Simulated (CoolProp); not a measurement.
Properties of R1233zd(E) at several states (Tc = 165.7 °C, pc = 3.583 MPa, ω = 0.304).

Computed with CoolProp (reference Helmholtz-energy equation of state, Akasaka 2022).

```json
[
 {"T (°C)": "68.85", "p (MPa)": "11.4", "phase": "liquid", "density (kg/m³)": "1196", "isothermal compressibility (1/MPa)": "0.003044", "expansivity (1/kK)": "1.947", "fugacity coefficient": "0.05917"},
 {"T (°C)": "-52.45", "p (MPa)": "0.0533", "phase": "liquid", "density (kg/m³)": "1435", "isothermal compressibility (1/MPa)": "0.0009981", "expansivity (1/kK)": "1.449", "fugacity coefficient": "0.04665"},
 {"T (°C)": "29.45", "p (MPa)": "0.0452", "phase": "gas", "density (kg/m³)": "2.382", "isothermal compressibility (1/MPa)": "22.49", "expansivity (1/kK)": "3.486", "fugacity coefficient": "0.9844"},
 {"T (°C)": "75.55", "p (MPa)": "0.395", "phase": "gas", "density (kg/m³)": "19.59", "isothermal compressibility (1/MPa)": "2.815", "expansivity (1/kK)": "3.960", "fugacity coefficient": "0.9154"}
]
```
